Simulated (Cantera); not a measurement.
Input (Python, Cantera):

```python
import numpy as np
import cantera as ct

surf = ct.Interface("diamond.yaml", "diamond_100")
gas, bulk = surf.adjacent["gas"], surf.adjacent["diamond"]
k = surf.kinetics_species_index(bulk.species_names[0])
cover = ["c6HH", "c6H*", "c6*H", "c6**", "c6HM", "c6B"]

rows, drift = [], 0.0
print(f"{'T':>10s}{'um/h':>11s}" + "".join(f"{s:>11s}" for s in cover))
for v in [900, 975, 1050, 1125, 1200, 1275, 1350]:
    T, P, xH, xCH3 = v, 7700, 0.0014, 0.00046
    gas.TPX = T, P, {"H": xH, "CH3": xCH3, "CH4": 0.002, "H2": 1 - xH - xCH3 - 0.002}
    surf.TP = bulk.TP = T, P
    surf.coverages = "c6H*:0.1, c6HH:0.9"
    surf.advance_coverages(100.0)
    before = surf.coverages
    surf.advance_coverages(100.0)
    drift = max(drift, np.max(np.abs(surf.coverages - before) / (surf.coverages + 1e-9)))
    rate = surf.net_production_rates[k] * bulk.mean_molecular_weight / bulk.density * 3.6e9
    rows.append([rate, *surf[cover].coverages])
    print(f"{v:10.4g}{rate:11.4e}" + "".join(f"{x:11.3e}" for x in rows[-1][1:]))
```

Output:

```
         T       um/h       c6HH       c6H*       c6*H       c6**       c6HM        c6B
       900 8.0391e+00  5.208e-01  7.819e-03  2.186e-01  2.981e-03  2.009e-01  2.181e-08
       975 1.2287e+01  5.016e-01  1.290e-02  2.836e-01  5.795e-03  1.467e-01  3.334e-08
      1050 1.4819e+01  4.846e-01  1.964e-02  3.513e-01  1.012e-02  9.285e-02  4.021e-08
      1125 1.1428e+01  4.725e-01  2.814e-02  4.210e-01  1.613e-02  3.903e-02  3.101e-08
      1200 6.3926e+00  4.488e-01  3.684e-02  4.714e-01  2.279e-02  1.042e-02  1.735e-08
      1275 4.4913e+00  4.199e-01  4.474e-02  4.986e-01  2.900e-02  2.371e-03  1.219e-08
      1350 4.0232e+00  3.969e-01  5.197e-02  5.123e-01  3.448e-02  5.394e-04  1.092e-08
```

Model: the Harris–Goodwin 1993 mechanism for the reconstructed diamond (100) surface, integrated in Cantera.
